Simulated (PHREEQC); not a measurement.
Make-up at 88 °C: 0.0026 mol NH4HSO4 per kg of water. Closed to the air; pH follows from the charge balance.

Equilibrium calculation in PHREEQC: ion-association model, wateq4f.dat.

Each row changes one thing in this solution. No solid was allowed to form.

| case | pH | ionic strength (mol/kgw) |
|---|---|---|
| as made | 2.82 | 0.00584 |
| diluted 100-fold with water | 4.59 | 7.74e-5 |
| NH4HSO4 replaced by NH3 at the same molality | 8.75 | 0.000198 |
| temperature from 88 to 10 °C | 2.67 | 0.00715 |
| NH4HSO4 from 0.0026 to 0.0039 mol/kgw | 2.69 | 0.00827 |
| NH4HSO4 from 0.0026 to 0.00234 mol/kgw | 2.85 | 0.00533 |
| NH4HSO4 replaced by Li2SO4 at the same molality | 6.37 | 0.00772 |
| NH4HSO4 from 0.0026 to 0.00052 mol/kgw | 3.38 | 0.00139 |
| NH4HSO4 replaced by (NH4)2SiF6 at the same molality | 3.44 | 0.00645 |

Some of these states are supersaturated (in Quartz (slow to form), Chalcedony (slow to form), for instance). Away from 25 °C the constants follow the database's enthalpies or fits; those with neither stay at their 25 °C values. SiF6-2 is the database's only silicon fluoride.
